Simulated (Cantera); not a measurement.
Input (Python, Cantera) and output of one run.

```python
import numpy as np
import cantera as ct

gas_names = """
    H HO2 H2 H2O H2O2 H2S H2SO4 O OH O2 O3 S SH SO SO2 SO3 S2 S2O S8
""".split()
cond_names = """
    H2O(s) H2O(L) H2SO4(L) S(cr1) S(cr2) S(L)
""".split()


# ... load() reads the species with a 1 bar reference pressure and builds the phases ...
atoms = {
    'H2S': {'H': 2, 'S': 1},
    'O2': {'O': 2},
    'H2': {'H': 2},
}
top_T = {}  # K; cautious upper limits of use, not melting points


# ... equilibrate(T, P, feed) seeds the gas with the atoms and calls Mixture.equilibrate('TP', solver="vcs", rtol=1e-11, max_steps=5000) ...
results = []
feed = {'H2S': 1, 'O2': 1, 'H2': 13}  # mol
P = 230000  # Pa
for T in [1323, 1473, 1623, 1773, 1923, 2073, 2223, 2373, 2523, 2673, 2823, 2973]:
    mix = equilibrate(T, P, feed)
    results.append((T, P, feed, dict(zip(mix.species_names, mix.species_moles))))

top = {s: max(r[3][s] / sum(r[3][g] for g in gas_names) for r in results) for s in gas_names}
cols = sorted((s for s in top if top[s] > 0.001), key=lambda s: -top[s])[:8]
seen = [c for c in cond_names if any(r[3].get(c, 0) > 1e-12 for r in results)]
print("log10 of partial pressures in bar; condensed amounts in mol")
print(f"{'T/K':>10s}" + "".join(f"{s[:9]:>10s}" for s in cols + seen))
for T, P, feed, n in results:
    ng = sum(n[g] for g in gas_names)
    print(f"{T:10.4g}" + "".join(f"{np.log10(max(n[s] / ng * P / 1e5, 1e-99)):10.3f}" for s in cols)
          + "".join(f"{n.get(c, 0):10.4g}" for c in seen))
```

Result:

```
log10 of partial pressures in bar; condensed amounts in mol
       T/K        H2       H2O         H       H2S        SH         S        S2        SO
      1323     0.257    -0.483    -5.671    -0.785    -4.033    -7.426    -4.049    -7.053
      1473     0.257    -0.484    -4.769    -0.788    -3.373    -6.192    -3.327    -5.926
      1623     0.258    -0.484    -4.032    -0.798    -2.843    -5.194    -2.754    -5.014
      1773     0.258    -0.485    -3.417    -0.824    -2.420    -4.382    -2.312    -4.275
      1923     0.260    -0.487    -2.896    -0.872    -2.091    -3.723    -1.995    -3.679
      2073     0.262    -0.490    -2.449    -0.944    -1.841    -3.191    -1.787    -3.203
      2223     0.263    -0.495    -2.062    -1.036    -1.654    -2.759    -1.665    -2.821
      2373     0.262    -0.501    -1.724    -1.141    -1.515    -2.405    -1.606    -2.512
      2523     0.260    -0.511    -1.426    -1.257    -1.416    -2.115    -1.596    -2.263
      2673     0.254    -0.524    -1.163    -1.383    -1.349    -1.877    -1.628    -2.063
      2823     0.245    -0.542    -0.930    -1.520    -1.312    -1.684    -1.696    -1.906
      2973     0.229    -0.567    -0.723    -1.671    -1.303    -1.531    -1.798    -1.787
```

Method: chemical equilibrium by Gibbs-energy minimisation in Cantera with the NASA 1993 tables (ideal gas, pure condensed phases).
